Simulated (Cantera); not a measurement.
# Ammonia decomposition in nitride growth gas

A perfectly stirred reactor is fed with NH3 : N2 = 1 : 4.2 (molar parts), at 0.484 atm; it is held at 2075 K, and followed from long to short residence time.

Cantera simulation using the gas-phase N/H chemistry of the illustrative SiF4/NH3 mechanism in the Surface Chemkin manual (1991); the numbers are that mechanism's predictions, not measurements. Walls and surfaces, which speed up NH3 decomposition in real reactors, are not modelled.

| τ (s) | x NH3 | x H2 | x NH2 | x N | x N2H2 |
|---|---|---|---|---|---|
| 4.8 | 0.00132 | 0.239 | 2.06e-5 | 1.38e-6 | 5.83e-9 |
| 1.2 | 0.00561 | 0.234 | 5.52e-5 | 1.45e-6 | 2.84e-8 |
| 0.31 | 0.0202 | 0.216 | 0.000133 | 1.50e-6 | 1.17e-7 |
| 0.078 | 0.0598 | 0.166 | 0.000284 | 1.48e-6 | 4.01e-7 |
| 0.020 | 0.121 | 0.0888 | 0.000479 | 1.23e-6 | 9.11e-7 |
| 0.0050 | 0.168 | 0.0305 | 0.000659 | 6.67e-7 | 1.34e-6 |
| 0.0013 | 0.185 | 0.00816 | 0.000769 | 1.97e-7 | 1.38e-6 |
x: mole fraction; the columns are a selection and need not sum to one.
